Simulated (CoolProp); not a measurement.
Vapour-liquid equilibrium of n-butane (1) + cis-2-butene (2) at 329.3 K; x and y are mole fractions of (1).

Computed with CoolProp (multi-fluid Helmholtz-energy mixture model, Bücker 2006 and Lemmon 2005; pair parameters Bell 2016).

Task: Give the bubble pressure and the first vapour's composition at x = 0.45, 0.55, 0.65. Is there an azeotrope?

Result: x = 0.45: 0.5594 MPa, y = 0.471; x = 0.55: 0.5643 MPa, y = 0.568; x = 0.65: 0.5687 MPa, y = 0.664. No azeotrope shows between x = 0.05 and 0.95.

The pair parameters rest on a limited set of measurements; away from them the model extrapolates.
